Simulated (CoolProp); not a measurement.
Properties of the fluoroketone C6F12O (FK-5-1-12) along the isotherm 179.65 °C (Tc = 168.7 °C, pc = 18.69 bar, ω = 0.471).

Values from CoolProp's reference Helmholtz-energy equation of state, McLinden 2015.

| p (bar) | phase | density (kg/m³) | isothermal compressibility (1/MPa) |
|---|---|---|---|
| 0.148 | gas | 1.246 | 67.74 |
| 0.263 | gas | 2.218 | 38.20 |
| 0.467 | gas | 3.952 | 21.59 |
| 0.831 | gas | 7.077 | 12.21 |
| 1.48 | gas | … | 6.936 |
| 2.63 | gas | 23.14 | … |
| 4.67 | gas | … | 2.346 |
| 8.31 | gas | 82.61 | 1.452 |
| 14.8 | gas | 181.0 | … |
| 26.3 | supercritical | … | 0.3337 |
| 46.7 | supercritical | 1045 | 0.04727 |

Task: Fill in the missing entries.

Result: 
- 1.48, density (kg/m³): 12.75
- 2.63, isothermal compressibility (1/MPa): 3.990
- 4.67, density (kg/m³): 42.77
- 14.8, isothermal compressibility (1/MPa): 1.098
- 26.3, density (kg/m³): 839.3
